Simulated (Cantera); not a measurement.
A perfectly stirred reactor is fed with CH₂O : O₂ : N₂ = 0.017 : 0.014 : 1 (molar parts), at 500000 Pa; it is held at 1000 K, and followed from long to short residence time.

Computed with Cantera and GRI-Mech 3.0 (53 species, 325 reactions).

One state of this run: x CH₂O = 0.000630; x O₂ = 0.00534; x HCN = <1e-12; x CH₂ = <1e-12; x C₂H₂ = <1e-12; x CH₂CO = 1.72e-10; x N₂O = 6.10e-9. x: mole fraction; the columns are a selection and need not sum to one.

Question: Which value of τ (s) does it belong to?
A) 0.0053
B) 0.12
C) 0.00067
D) 0.042

Answer: B, 0.12
